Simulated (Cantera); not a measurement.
Input: 1 mol Si, 1.6 mol N2O, 5.7 mol N2, 1.9 mol H2O, equilibrated at 0.170 Pa.

Equilibrium computed with Cantera from the NASA thermochemical tables; the gas is ideal and each condensed phase is pure. Candidate condensed phases: H2O, Si, SiO2, Si2N2O, Si3N4; 35 gas species. The tables hold silica as quartz up to 1696 K and as liquid above; real silica turns to tridymite and cristobalite and melts near 1996 K. Equilibrium is a limit: real reactors are often held back by kinetics, nucleation or transport.

Q: What share of the Si ends up in condensed phases as a function of T (°C), at 1050, 1100, 1150, 1200, 1250, 1300, 1350?

A: 
```json
[
 {"T (°C)": "1050", "Si condensed (%)": "100.0", "as": "SiO2(β-quartz)"},
 {"T (°C)": "1100", "Si condensed (%)": "100.0", "as": "SiO2(β-quartz)"},
 {"T (°C)": "1150", "Si condensed (%)": "100.0", "as": "SiO2(β-quartz)"},
 {"T (°C)": "1200", "Si condensed (%)": "99.9", "as": "SiO2(β-quartz)"},
 {"T (°C)": "1250", "Si condensed (%)": "99.5", "as": "SiO2(β-quartz)"},
 {"T (°C)": "1300", "Si condensed (%)": "98.3", "as": "SiO2(β-quartz)"},
 {"T (°C)": "1350", "Si condensed (%)": "94.5", "as": "SiO2(β-quartz)"}
]
```
